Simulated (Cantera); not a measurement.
Cantera with NASA thermochemical tables; ideal gases at 1 bar, condensed phases pure. Values are per mole of reaction as written; species without (g) are pure solids or liquids, kept so even where they would boil at 1 bar.

3 CO₂(g) → 3 C + 2 O₃(g)

```csv
T (K),ΔH° (kJ),ΔS° (J/K),ΔG° (kJ),log10 K
300,___,___,___,___
625,___,___,___,___
825,1467.3,-141.8,1584.3,-100.31
1025,___,___,___,___
1225,1472.4,-136.8,1640.0,-69.93
1425,1474.7,-135.0,1667.2,-61.11
1625,1477.7,-133.1,1694.0,-54.45
1825,1481.9,-130.7,1720.4,-49.24
2025,1487.5,-127.7,1746.2,-45.04
2225,1494.9,-124.3,1771.4,-41.59
2425,___,___,___,___
```

### Question
What belongs in the gaps?

### Answer

- 300, ΔH° (kJ): 1464.1
- 300, ΔS° (J/K): -146.2
- 300, ΔG° (kJ): 1508.0
- 300, log10 K: -262.56
- 625, ΔH° (kJ): 1464.9
- 625, ΔS° (J/K): -145.2
- 625, ΔG° (kJ): 1555.6
- 625, log10 K: -130.01
- 1025, ΔH° (kJ): 1470.0
- 1025, ΔS° (J/K): -138.9
- 1025, ΔG° (kJ): 1612.4
- 1025, log10 K: -82.17
- 2425, ΔH° (kJ): 1504.1
- 2425, ΔS° (J/K): -120.3
- 2425, ΔG° (kJ): 1795.9
- 2425, log10 K: -38.68
